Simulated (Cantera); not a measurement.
Input: 1 mol Mg(OH)2, 0.2 mol CO2, 0.016 mol H2O, held at 1050 °C and 0.518 Torr.

Equilibrium computed with Cantera from the NASA thermochemical tables; the gas is ideal and each condensed phase is pure. Candidate condensed phases: C, C6H6, C7H8, C8H18, H2O, Mg, MgCO3, MgO, Mg(OH)2; 116 gas species. Rates play no part.

Base state: H2O 0.835, CO2 0.164, H2 0.000297, O2 0.000192, CO 0.000108, OH 4.23e-5 (mole fractions); condensed: MgO(s).

### Question
What changes in the equilibrium state with this change: temperature from 1050 °C to 1175 °C?

### Answer
```tsv
species	before	after
H2O	0.835	0.834
CO2	0.164	0.164
H2	0.000297	0.00108
O2	0.000192	0.000738
H	1.04e-6	1.15e-5
OH	4.23e-5	0.000213
CO	0.000108	0.000502
MgO(s), mol	1.00	1.00
```
